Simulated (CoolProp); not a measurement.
A single-stage vapour-compression cycle with the fluid: evaporating at 252.15 K (dew point), condensing at 296.15 K (bubble point), superheat 2 K, subcooling 8 K, compressor efficiency 0.75, no pressure losses. The same conditions are run with several fluids, on thermodynamics alone (safety and materials aside).

Computed with CoolProp (reference Helmholtz-energy equation of state of each fluid (R1132(E): Akasaka 2024; R11: Jacobsen 1992; R227EA: Lemmon 2016; hydrogen sulfide: Lemmon 2006; trans-2-butene: Lemmon 2005; R407C: Lemmon 2003)). Blends and air are pseudo-pure fits.

| fluid | cooling COP | pressure ratio | discharge temperature (K) | refrigerating effect (kJ/kg) | volumetric capacity (kJ/m³) |
|---|---|---|---|---|---|
| R1132(E) | 3.64 | 3.93 | 330.1 | ? | 2850 |
| R11 | 3.94 | ? | 330.5 | 167 | 164 |
| R227EA | 3.60 | 5.18 | 296.2 | 95.3 | ? |
| hydrogen sulfide | 3.64 | 3.64 | ? | 422 | ? |
| trans-2-butene | 3.89 | 5.43 | ? | 348 | ? |
| R407C | 3.18 | 5.47 | 334.3 | 178 | ? |

Task: Some entries are withheld; supply them.

Result: 
- R1132(E), refrigerating effect (kJ/kg): 215
- R11, pressure ratio: 6.61
- R227EA, volumetric capacity (kJ/m³): 660
- hydrogen sulfide, discharge temperature (K): 376.6
- hydrogen sulfide, volumetric capacity (kJ/m³): 3870
- trans-2-butene, discharge temperature (K): 317.0
- trans-2-butene, volumetric capacity (kJ/m³): 382
- R407C, volumetric capacity (kJ/m³): 1600

The compression ends wet for: R227EA.
